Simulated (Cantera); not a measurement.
Feed: 1 mol Mg(OH)2, 0.78 mol C, 0.039 mol CO2, at 1175 K and 133 Pa.

These are equilibrium values from Cantera (NASA tables, ideal gas, pure condensed phases), not measurements of a reactor. Candidate condensed phases: C, C6H6, C7H8, C8H18, H2O, Mg, MgCO3, MgO, Mg(OH)2; 116 gas species. The numbers say what is thermodynamically allowed, not how fast it happens.

Q: What is the equilibrium state?

A: 
```json
{
 "x(H2)": "0.464",
 "x(CO)": "0.394",
 "x(H2O)": "0.0856",
 "x(CO2)": "0.0567",
 "x(H)": "2.29e-6",
 "n(MgO(s))": "1.00 mol",
 "gas_amount": "1.819 mol",
 "log10 activity of C(graphite) (absent)": "-4.01",
 "log10 activity of Mg(l) (absent)": "-12.16"
}
```
